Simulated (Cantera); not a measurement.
Input: 1 mol H₂O, 4.3 mol O₂, equilibrated at 10000 Pa.

Equilibrium computed with Cantera from the NASA thermochemical tables; the gas is ideal and each condensed phase is pure. Candidate condensed phases: H₂O; 9 gas species. The numbers say what is thermodynamically allowed, not how fast it happens.

### Question
At 2352 °C, list the 4 most abundant gas species with their mole fractions, and the condensed phases.

### Answer
O₂ 0.718, H₂O 0.137, O 0.0698, OH 0.0594. Condensed: gas only.
